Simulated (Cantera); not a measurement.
Input: 1 mol CuO, a varied amount of CH4, 8.4 mol N2, at 1848.15 K and 1330 Pa.

These are equilibrium values from Cantera (NASA tables, ideal gas, pure condensed phases), not measurements of a reactor. Candidate condensed phases: C, C6H6, C7H8, C8H18, Cu, CuO, Cu(OH)2, Cu2O, H2O; 139 gas species. Rates play no part.

Problem. What share of the Cu ends up in condensed phases as a function of n(CH4) (mol), at 0.5, 0.58, 0.69, 0.81, 0.95, 1.1, 1.3, 1.5, 1.8, 2.1, 2.5?

Solution. 
| n(CH4) (mol) | Cu condensed (%) | as |
|---|---|---|
| 0.5 | 25.3 | Cu(l) |
| 0.58 | 23.5 | Cu(l) |
| 0.69 | 21.0 | Cu(l) |
| 0.81 | 18.3 | Cu(l) |
| 0.95 | 15.1 | Cu(l) |
| 1.1 | 12.4 | Cu(l) |
| 1.3 | 9.4 | Cu(l) |
| 1.5 | 6.4 | Cu(l) |
| 1.8 | 1.8 | Cu(l) |
| 2.1 | 0.0 | - |
| 2.5 | 0.0 | - |
